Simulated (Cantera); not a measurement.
Feed: 1 mol Si, 5.6 mol HCl, 0.11 mol H₂, equilibrated at 1700 K and 24.0 Pa.

Cantera equilibrium calculation (NASA polynomials, part measured and part estimated; ideal gas, pure solids and liquids). Candidate condensed phases: Si; 19 gas species. The tables' values for SiCl₃, SiCl are old estimates; treat these amounts as uncertain. Equilibrium is a limit: real reactors are often held back by kinetics, nucleation or transport.

Base state: HCl 0.614, H₂ 0.198, SiCl₂ 0.171, Cl 0.0102, H 0.00423, SiCl₃ 0.00294, SiCl 0.000245, SiCl₄ 9.97e-5 (mole fractions); condensed: gas only.

**Question.** What changes in the equilibrium state with this change: temperature from 1700 K to 575 K?

**Answer.** 
```csv
species,before,after
H₂,0.198,0.448
HCl,0.614,0.340
SiCl₄,9.97e-5,0.212
SiCl₂,0.171,<1e-9
Cl,0.0102,<1e-9
H,0.00423,<1e-9
SiCl₃,0.00294,<1e-9
SiCl,0.000245,<1e-9
```
